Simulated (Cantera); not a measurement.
# Reactions in the system Ca-F-O-S

Source: NASA polynomial tables (part measured, part estimated), evaluated in Cantera. Values are per mole of reaction as written; species without (g) are pure solids or liquids, kept so even where they would boil at 1 bar.

CaF2 + SO3(g) ⇌ F2(g) + CaS + 3 O(g)

```tsv
T (K)	ΔH° (kJ)	ΔS° (J/K)	ΔG° (kJ)	log10 K	condensed phases
300	1896.0	417.4	1770.8	-308.32	CaF2(s), CaS(s)
1623	1875.8	408.9	1212.2	-39.01	CaF2(s), CaS(s)
1698	1842.7	389.3	1181.7	-36.35	CaF2(l), CaS(s)
1773	1841.0	388.3	1152.5	-33.95	CaF2(l), CaS(s)
1848	1839.3	387.4	1123.4	-31.75	CaF2(l), CaS(s)
1923	1837.7	386.5	1094.4	-29.73	CaF2(l), CaS(s)
1998	1836.0	385.7	1065.5	-27.85	CaF2(l), CaS(s)
2073	1834.4	384.9	1036.6	-26.12	CaF2(l), CaS(s)
2148	1832.8	384.1	1007.7	-24.51	CaF2(l), CaS(s)
2223	1831.2	383.4	979.0	-23.00	CaF2(l), CaS(s)
2298	1829.6	382.6	950.2	-21.60	CaF2(l), CaS(s)
2373	1828.0	382.0	921.6	-20.29	CaF2(l), CaS(s)
```
